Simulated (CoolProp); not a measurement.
Water at 330.99 K and 0.0142 MPa is throttled through a valve to 0.00238 MPa with no heat exchange. Each further row changes one setting.

Values from CoolProp's reference Helmholtz-energy equation of state, Wagner 2002.

| case | temperature change (K) | final density (kg/m³) |
|---|---|---|
| as stated | [?] | [?] |
| outlet pressure 0.000714 MPa | [?] | [?] |
| outlet pressure 0.00309 MPa | [?] | [?] |

Complete the blanks.


- as stated, temperature change (K): -1.5
- as stated, final density (kg/m³): 0.0157
- outlet pressure 0.000714 MPa, temperature change (K): -1.7
- outlet pressure 0.000714 MPa, final density (kg/m³): 0.00470
- outlet pressure 0.00309 MPa, temperature change (K): -1.4
- outlet pressure 0.00309 MPa, final density (kg/m³): 0.0203
